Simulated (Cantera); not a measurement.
**Thermodynamics of abatement and gas-phase synthesis, feed H2S + SO2 + N2**

Charge: 1 mol H2S, 0.0053 mol SO2, 17 mol N2, at 3250 °C and 3.15 Torr.

Cantera equilibrium calculation (NASA polynomials, part measured and part estimated; ideal gas, pure solids and liquids). Candidate condensed phases: H2O, H2SO4, S; 35 gas species. Rates play no part.

- x(N2): 0.846
- x(H): 0.0995
- x(S): 0.0501
- x(N): 0.00351
- x(O): 0.000513
- x(H2): 0.000107
- x(SN): 1.73e-5
- x(SH): 1.72e-5
- x(S2): 1.21e-5
- gas amount: 20.05 mol
- log10 activity of S(l) (absent): -5.59
